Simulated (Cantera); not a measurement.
Feed: 1 mol Fe₂O₃, 0.38 mol SO₃, 4.3 mol H₂O, a varied amount of H₂S, held at 1052 °C and 0.340 bar.

Cantera equilibrium calculation (NASA polynomials, part measured and part estimated; ideal gas, pure solids and liquids). Candidate condensed phases: Fe, FeO, Fe(OH)₂, Fe(OH)₃, FeS, FeSO₄, FeS₂, Fe₂O₃, Fe₂(SO₄)₃, Fe₃O₄, H₂O, H₂SO₄, S; 22 gas species. Mutual solubility and eutectic melting of coexisting phases are not modelled. The tables' stoichiometric FeO is somewhat more stable than real wüstite, so its field is too wide. FeO: taken at fixed stoichiometry. Equilibrium is a limit: real reactors are often held back by kinetics, nucleation or transport.

Problem. At 0.62 mol H₂S, list the 4 most abundant gas species with their mole fractions, and the condensed phases.

Solution. H₂O 0.818, SO₂ 0.128, H₂ 0.0232, H₂S 0.0155. Condensed: FeO(s) + Fe₃O₄(s).
